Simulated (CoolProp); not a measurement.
Vapour pressure (bar) of decamethyltetrasiloxane (MD2M): the reference equation beside estimates from Tc = 599.4 K, pc = 11.44 bar, ω = 0.635.

The numbers come from the reference Helmholtz-energy equation of state, Thol 2017 in CoolProp.

```
T (K)  reference  Lee-Kesler  van der Waals  Redlich-Kwong  Soave-Redlich-Kwong  Peng-Robinson
-----  ---------  ----------  -------------  -------------  -------------------  -------------
426.4     0.3284      0.3280          2.489          1.144               0.3287         0.3361
438.4     0.4693      0.4679          2.858          1.433               0.4698         0.4770
450.3     0.6524      0.6499          3.258          1.767               0.6539         0.6601
462.2     0.8873      0.8836          3.691          2.153               0.8913         0.8953
474.1      1.183         ___          4.160          2.594                1.192          1.192
486.1      1.554       1.548          4.670          3.097                1.570          1.566
498        2.004       1.998          5.212          3.660                2.031          2.020
509.9      2.547       2.542          5.792          4.288                2.591          2.573
521.8      3.196       3.195          6.411          4.985                  ___          3.235
533.8      3.972       3.979          7.075          5.761                4.067          4.031
545.7      4.879       4.897          7.773          6.606                5.006          4.963
557.6      5.940       5.977          8.512          7.530                6.102          6.054
569.6      7.192       7.253          9.299          8.545                7.383          7.335
581.5      8.651         ___          10.12          9.635                8.843          8.805
```

Q: Complete the blanks.

A: 
- 474.1, Lee-Kesler: 1.179
- 521.8, Soave-Redlich-Kwong: 3.263
- 581.5, Lee-Kesler: 8.733

Absolute difference from the reference over all 14 rows, mean and median: Lee-Kesler 0.4 and 0.4 %, van der Waals 210.7 and 143.7 %, Redlich-Kwong 95.0 and 75.5 %, Soave-Redlich-Kwong 1.5 and 1.5 %, Peng-Robinson 1.4 and 1.4 %.
